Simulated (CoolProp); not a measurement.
Properties of C2F6 (R116) along the isobar 3.5 MPa.

The numbers come from the reference Helmholtz-energy equation of state, Lemmon 2006 in CoolProp. It is a short technical equation, of lower accuracy than the large ones.

```csv
T (K),phase,density (kg/m³),speed of sound (m/s),expansivity (1/kK),conductivity (mW/(m K))
221,liquid,1505,476.9,3.153,68.0
235.5,liquid,1433,418.4,3.649,62.6
250.1,liquid,1352,357.9,4.419,57.1
264.7,liquid,1256,294.0,[?],51.3
279.3,liquid,1133,222.2,8.927,45.0
293.8,supercritical,914.1,125.2,29.67,37.4
308.4,supercritical,349.9,91.69,25.80,24.0
323,supercritical,272.5,107.0,12.25,21.5
337.6,supercritical,235.1,117.8,[?],21.2
352.1,supercritical,210.9,126.4,6.666,21.6
366.7,supercritical,193.0,133.6,5.553,22.3
381.3,supercritical,179.0,[?],4.801,23.2
395.9,supercritical,167.6,145.7,4.255,24.1
410.4,supercritical,158.1,150.9,3.840,25.1
425,supercritical,149.8,155.7,3.510,26.1
```

Some entries are withheld; supply them.


- 264.7, expansivity (1/kK): 5.775
- 337.6, expansivity (1/kK): 8.494
- 381.3, speed of sound (m/s): 140.0

Thermal conductivity comes from a separate model (Huber 2003), an estimate that may be off by 10 % or more.
